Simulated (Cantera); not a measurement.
A closed system holds: 1 mol c-C₄F₈, 0.033 mol F₂, held at 1350 °C and 1.33 mbar.

Equilibrium computed with Cantera from the NASA thermochemical tables; the gas is ideal and each condensed phase is pure. Candidate condensed phases: C; 13 gas species. The feed counts by its element totals alone. Gases not in the tables: C₂F₆ and larger saturated fluorocarbons. Rates play no part.

Base state: CF₄ 0.991, CF₂ 0.00636, F 0.00194, CF₃ 0.000647 (mole fractions); condensed: C(graphite).

### Question
What changes in the equilibrium state with this change: c-C₄F₈ replaced by CCl₄?

### Answer
```
species           before     after
----------------  ------  --------
Cl                     0     0.923
Cl₂                    0    0.0718
CF₄                0.991   0.00397
CClF₃                  0  0.000111
ClF                    0   7.73e-5
C(graphite), mol    1.98     0.983
```

### Question
What changes in the equilibrium state with this change: temperature from 1350 °C to 1577 °C?

### Answer
| species | before | after |
|---|---|---|
| CF₄ | 0.991 | 0.887 |
| CF₂ | 0.00636 | 0.0749 |
| F | 0.00194 | 0.0335 |
| CF | 8.86e-7 | 6.96e-5 |
| CF₃ | 0.000647 | 0.00463 |
| C(graphite), mol | 1.98 | 1.92 |

### Question
What changes in the equilibrium state with this change: pressure from 1.33 mbar to 5.60 mbar?

### Answer
| species | before | after |
|---|---|---|
| CF₄ | 0.991 | 0.996 |
| CF₂ | 0.00636 | 0.00311 |
| F | 0.00194 | 0.000661 |
| CF₃ | 0.000647 | 0.000453 |
| C(graphite), mol | 1.98 | 1.98 |
